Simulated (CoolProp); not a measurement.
Model: reference Helmholtz-energy equation of state, Thol 2018, in CoolProp.

**Question.** For hydrogen chloride, give the phase and the Z, cp (kJ/(kg K)), cv (kJ/(kg K)), expansivity (1/kK) at 195.2 K and 363 kPa.

**Answer.** 
- 195.2 K and 363 kPa: liquid; Z 0.00698, cp 1.66, cv 1.03, expansivity 2.17
